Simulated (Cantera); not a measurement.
A closed system holds: 1 mol MgO, 16 mol F2, 18 mol O2, at 6.90 Pa.

Equilibrium computed with Cantera from the NASA thermochemical tables; the gas is ideal and each condensed phase is pure. Candidate condensed phases: Mg, MgF2, MgO; 14 gas species. Kinetics and transport are ignored. All values below are at 675 °C.

Base state: F 0.608, O2 0.384, F2 0.00784 (mole fractions); condensed: MgF2(s).

### Question
What changes in the equilibrium state with this change: pressure from 6.90 Pa to 0.100 bar?

### Answer
```csv
species,before,after
O2,0.384,0.522
F2,0.00784,0.369
F,0.608,0.109
FO2,2.01e-7,7.13e-5
"MgF2(s), mol",1.000,1.00
```
